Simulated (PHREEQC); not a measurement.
Consider water at 83 °C with 36 mmol/kgw Cu(NO3)2, 4.5 mmol/kgw HNO3 and 0.034 mmol/kgw H3BO3. Closed to the air; pH follows from the charge balance.

Computed with PHREEQC (ion-association model, wateq4f.dat).

```csv
quantity,before,after
pH,2.44,1.75
ionic strength (mol/kgw),0.113,0.131
Cu2(OH)2+2 (mol/kgw),2.05e-7,7.95e-9
CuOH+ (mol/kgw),4.69e-8,9.16e-9
SI of Tenorite (CuO),-2.82,-4.23
SI of Cu(OH)2 (Cu(OH)2),-3.84,-5.25
```

**Question.** Name the change that produced these shifts.
(A) HNO3 from 0.0045 to 0.0225 mol/kgw
(B) 0.07 mol/kgw ZnCl2 added
(C) H3BO3 from 3.4e-05 to 5.1e-05 mol/kgw
(D) diluted 10-fold with water

**Answer.** A, HNO3 from 0.0045 to 0.0225 mol/kgw

Precipitation was switched off in this run. Constants without temperature data keep their 25 °C values here.
